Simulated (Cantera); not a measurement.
A perfectly stirred reactor is fed with NO : N2 : H2O = 1 : 4.2 : 0.015 (molar parts), at 750 Torr; it is held at 1650 K, and followed from long to short residence time.

Model: GRI-Mech 3.0 (53 species, 325 reactions), integrated in Cantera.

x: mole fraction; the columns are a selection and need not sum to one.

```tsv
τ (s)	x NO	x N2O	x NO2	x O	x N2
22	0.140	7.33e-6	0.000175	4.27e-6	0.831
3.7	0.178	1.19e-5	0.000119	2.31e-6	0.812
0.64	0.189	1.32e-5	___	___	0.807
0.11	0.191	1.29e-5	4.56e-5	8.73e-7	0.806
0.018	0.192	9.89e-6	2.75e-5	5.57e-7	0.805
0.0031	0.192	___	___	___	0.805
0.00054	0.192	9.85e-7	9.63e-7	6.99e-8	0.805
```

Q: Complete the blanks.

A: 
- 0.64, x NO2: 6.78e-5
- 0.64, x O: 1.27e-6
- 0.0031, x N2O: 4.22e-6
- 0.0031, x NO2: 7.04e-6
- 0.0031, x O: 1.85e-7
